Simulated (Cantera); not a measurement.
# Equilibrium for oxide etching and cleaning by halides: TiO₂ + Cl₂

Charge: 1 mol TiO₂, 26 mol Cl₂, at 5.20 Pa.

Equilibrium computed with Cantera from the NASA thermochemical tables; the gas is ideal and each condensed phase is pure. Candidate condensed phases: Ti, TiCl₂, TiCl₃, TiCl₄, TiO, TiO₂, Ti₂O₃, Ti₃O₅, Ti₄O₇; 15 gas species. Condensed phases not in the tables: TiOCl. Kinetics and transport are ignored.

```tsv
T (°C)	x Cl	x Cl₂	x TiCl₄	x O₂	x TiOCl₂	x O	x TiCl₃	x TiO₂	n TiO₂(rutile)
852	0.246	0.750	0.00181	0.00181	2.70e-8	2.72e-8	6.18e-8	<1e-12	0.946
927	0.473	0.522	0.00227	0.00227	2.27e-7	1.65e-7	4.07e-7	<1e-12	0.923
1002	0.720	0.276	0.00201	0.00201	1.26e-6	6.94e-7	1.83e-6	2.99e-12	0.918
1077	0.885	0.112	0.00129	0.00129	4.87e-6	2.11e-6	5.85e-6	7.76e-11	0.939
1152	0.958	0.0404	0.000693	0.000710	1.45e-5	5.13e-6	1.47e-5	1.42e-9	0.964
1227	0.984	0.0148	0.000349	0.000391	3.63e-5	1.11e-5	3.10e-5	1.93e-8	0.979
1302	0.994	0.00575	0.000164	0.000244	7.76e-5	2.32e-5	5.41e-5	2.03e-7	0.985
1377	0.997	0.00241	6.82e-5	0.000188	0.000140	4.92e-5	7.45e-5	1.71e-6	0.985
1452	0.998	0.00108	2.61e-5	0.000171	0.000222	0.000105	8.54e-5	1.20e-5	0.982
1527	0.999	0.000519	1.03e-5	0.000164	0.000329	0.000216	9.19e-5	7.09e-5	0.974
```
x: gas mole fraction; n: condensed amount in mol.

From 852 °C to 1527 °C the condensed part is TiO₂(rutile). The main Ti-bearing gas is TiCl₄ at 852 °C and TiOCl₂ at 1527 °C.
